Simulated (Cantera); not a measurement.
# Thermodynamics of fluorocarbon and chlorocarbon gases, feed c-C4F8 + HCl + H2

Input: 1 mol c-C4F8, 0.077 mol HCl, 0.48 mol H2, held at 230 Pa.

Method: chemical equilibrium by Gibbs-energy minimisation in Cantera with the NASA 1993 tables (ideal gas, pure condensed phases). Candidate condensed phases: C, C6H6, C7H8, C8H18; 135 gas species. Ions and electrons are included (thermal ionisation). The feed counts by its element totals alone. Equilibrium is a limit: real reactors are often held back by kinetics, nucleation or transport.

```csv
T (°C),x F,x C,x HF,x C3,x H,x CF,x C2
2727,0.672,0.0199,0.101,0.1000,0.0100,0.0702,0.0112
2977,0.674,0.0718,0.0624,0.0755,0.0390,0.0456,0.0222
3227,0.647,0.175,0.0216,0.0315,0.0681,0.0243,0.0261
3477,0.619,0.263,0.00587,0.00498,0.0763,0.00975,0.0146
3727,0.612,0.293,0.00179,0.000465,0.0782,0.00349,0.00528
3977,0.610,0.301,0.000621,4.68e-5,0.0788,0.00132,0.00188
4227,0.610,0.303,0.000242,5.79e-6,0.0789,0.000550,0.000728
4477,0.610,0.304,0.000104,8.81e-7,0.0790,0.000249,0.000308
4727,0.610,0.304,4.83e-5,1.61e-7,0.0790,0.000122,0.000142
```
x: gas mole fraction; nothing condenses.

From 2727 °C to 4727 °C nothing is condensed. The main C-bearing gas is C3 at 2727 °C and C at 4727 °C.
